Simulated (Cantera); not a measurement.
A closed system holds: 1 mol Ti(OiPr)4, 0.084 mol C3H8, equilibrated at 1175 K and 0.000880 bar.

Equilibrium computed with Cantera from the NASA thermochemical tables; the gas is ideal and each condensed phase is pure. Candidate condensed phases: C, C6H6, C7H8, C8H18, H2O, Ti, TiC, TiO, TiO2, Ti2O3, Ti3O5, Ti4O7; 113 gas species. The feed counts by its element totals alone. TiC: taken at fixed stoichiometry. Kinetics and transport are ignored.

Base state: H2 0.782, CO 0.218, CH4 1.03e-5 (mole fractions); condensed: C(graphite) + TiC(s).

Problem. What changes in the equilibrium state with this change: Ti(OiPr)4 replaced by TiCl4?

Solution. 
| species | before | after |
|---|---|---|
| TiCl4 | 0 | 0.427 |
| HCl | 0 | 0.340 |
| TiCl3 | 0 | 0.184 |
| H2 | 0.782 | 0.0485 |
| CO | 0.218 | 0 |
| TiCl2 | 0 | 2.76e-5 |
| CH4 | 1.03e-5 | 3.97e-8 |
| C(graphite), mol | 7.25 | 0.192 |
| TiC(s), mol | 1.00 | 0.0599 |
The tables' values for TiCl2 are old estimates; treat these amounts as uncertain. Further candidate phases: TiCl2, TiCl3, TiCl4.
